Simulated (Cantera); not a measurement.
Charge: 1 mol HMDSO, a varied amount of N₂O, 0.2 mol H₂, equilibrated at 1200 K and 0.133 bar.

Method: chemical equilibrium by Gibbs-energy minimisation in Cantera with the NASA 1993 tables (ideal gas, pure condensed phases). Candidate condensed phases: C, C₆H₆, C₇H₈, C₈H₁₈, H₂O, Si, SiC, SiO₂, Si₂N₂O, Si₃N₄; 151 gas species. The feed counts by its element totals alone. The tables hold silica as quartz up to 1696 K and as liquid above; real silica turns to tridymite and cristobalite and melts near 1996 K. Equilibrium is a limit: real reactors are often held back by kinetics, nucleation or transport.

Which condensed phases are stable at each of these points (n(N₂O) (mol)): 5.3, 6.6, 8.1, 10, 12, 15, 19, 23, 29?


| n(N₂O) (mol) | condensed phases | Si condensed (%) |
|---|---|---|
| 5.3 | C(graphite) + SiO₂(β-quartz) | 100.0 |
| 6.6 | C(graphite) + SiO₂(β-quartz) | 100.0 |
| 8.1 | C(graphite) + SiO₂(β-quartz) | 100.0 |
| 10 | SiO₂(β-quartz) | 100.0 |
| 12 | SiO₂(β-quartz) | 100.0 |
| 15 | SiO₂(β-quartz) | 100.0 |
| 19 | SiO₂(β-quartz) | 100.0 |
| 23 | SiO₂(β-quartz) | 100.0 |
| 29 | SiO₂(β-quartz) | 100.0 |

From 5.3 mol N₂O to 8.1 mol N₂O the condensed part is C(graphite) + SiO₂(β-quartz). From 10 mol N₂O to 29 mol N₂O the condensed part is SiO₂(β-quartz).
